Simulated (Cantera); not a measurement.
Input (Python, Cantera) and output of one run.

```python
import numpy as np
import cantera as ct

gas_names = """
    NO2 CO2 N2O
""".split()
cond_names = """
    TaC(s) TaC(L) Ta2O5(s) Ta2O5(L)
""".split()


# ... load() reads the species with a 1 bar reference pressure and builds the phases ...
species = {s.name: s for s in load("nasa_gas.yaml", gas_names) + load("nasa_condensed.yaml", cond_names)}
# Each term lists the table entries of one substance; the one whose range holds T is used.
reactions = {
    '2 TaC + 6 NO2(g) = 2 CO2(g) + Ta2O5 + 3 N2O(g)':
        [(-2, ['TaC(s)', 'TaC(L)']), (-6, ['NO2']), (2, ['CO2']), (1, ['Ta2O5(s)', 'Ta2O5(L)']), (3, ['N2O'])],
}


def pick(names, T):
    return next(species[n] for n in names if species[n].thermo.min_temp <= T <= species[n].thermo.max_temp)


results = []
for label, terms in reactions.items():
    print(label)
    print("     T/K   dH/kJ  dS/(J/K)   dG/kJ   log10 K")
    for T in [300, 1623, 1773, 1923, 2073, 2223]:
        used = [(nu, pick(names, T)) for nu, names in terms]
        dH = sum(nu * s.thermo.h(T) for nu, s in used) / 1e6
        dS = sum(nu * s.thermo.s(T) for nu, s in used) / 1e3
        dG = dH - T * dS / 1e3
        logK = -dG * 1e6 / (ct.gas_constant * T * np.log(10))
        results.append((label, T, dH, dS, dG, logK, [s.name for _, s in used]))
        print(f"{T:8g} {dH:8.1f} {dS:8.1f} {dG:8.1f} {logK:8.2f}")
```

Result:

```
2 TaC + 6 NO2(g) = 2 CO2(g) + Ta2O5 + 3 N2O(g)
     T/K   dH/kJ  dS/(J/K)   dG/kJ   log10 K
     300  -2505.1   -294.8  -2416.7   420.77
    1623  -2457.9   -236.6  -2073.9    66.75
    1773  -2452.3   -233.3  -2038.7    60.06
    1923  -2446.8   -230.3  -2004.0    54.43
    2073  -2320.8   -169.0  -1970.5    49.65
    2223  -2309.4   -163.7  -1945.5    45.71
```

Standard-state values (1 bar) from the NASA 1993 polynomials, evaluated with Cantera. TaC: taken at fixed stoichiometry. Condensed species are held in their standard states even where they would react or evaporate.
